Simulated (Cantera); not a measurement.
## Low-pressure radical oxidation in H2/O2

An isothermal, constant-pressure homogeneous reactor starts with H2 : O2 : N2 : H2O = 0.37 : 1 : 0.4 : 0.055 (molar parts), at 1373 K and 0.0263 atm.

Model: GRI-Mech 3.0 (53 species, 325 reactions), integrated in Cantera. Radical loss at walls, strong at low pressure, is not modelled. The temperature is held fixed by assumption; the heat of reaction is taken as removed at once.

| t (s) | x H2 | x O2 | x H2O2 | x OH | x H | x NO | x O |
|---|---|---|---|---|---|---|---|
| 8.00e-6 | 0.203 | 0.548 | 1.46e-11 | 4.27e-9 | 2.56e-8 | <1e-12 | 4.68e-9 |
| 3.53e-5 | 0.203 | 0.548 | 2.80e-10 | 5.88e-8 | 1.65e-7 | <1e-12 | 7.44e-8 |
| 0.000156 | 0.203 | 0.548 | 5.31e-9 | 1.25e-5 | 3.08e-5 | <1e-12 | 1.64e-5 |
| 0.000690 | 0.0140 | 0.435 | 4.38e-7 | 0.0157 | 0.0666 | 3.54e-7 | 0.0689 |
| 0.00305 | 0.0105 | 0.455 | 4.92e-7 | 0.0138 | 0.0383 | 2.17e-6 | 0.0469 |
| 0.0135 | 0.00246 | 0.487 | 3.87e-7 | 0.00689 | 0.00372 | 3.48e-6 | 0.00982 |
| 0.0594 | 0.000135 | 0.496 | 9.73e-8 | 0.00162 | 4.62e-5 | 3.56e-6 | 0.000527 |
| 0.263 | 1.09e-5 | 0.497 | 2.01e-8 | 0.000465 | 1.08e-6 | 3.56e-6 | 4.32e-5 |
| 1.16 | 1.64e-6 | 0.497 | 5.01e-9 | 0.000181 | 6.38e-8 | 3.56e-6 | 6.53e-6 |
| 5.12 | 6.86e-7 | 0.497 | 2.81e-9 | 0.000117 | 1.74e-8 | 3.56e-6 | 2.74e-6 |
| 22.6 | 6.71e-7 | 0.497 | 2.78e-9 | 0.000116 | 1.68e-8 | 3.56e-6 | 2.68e-6 |
| 100 | 6.71e-7 | 0.497 | 2.78e-9 | 0.000116 | 1.68e-8 | 3.57e-6 | 2.68e-6 |
x: mole fraction; the columns are a selection and need not sum to one.

Equilibrium at this temperature and pressure: H2 6.72e-7, O2 0.497, H2O2 2.78e-9, OH 0.000116, H 1.68e-8, NO 0.000534, O 2.68e-6 (gas phase only).
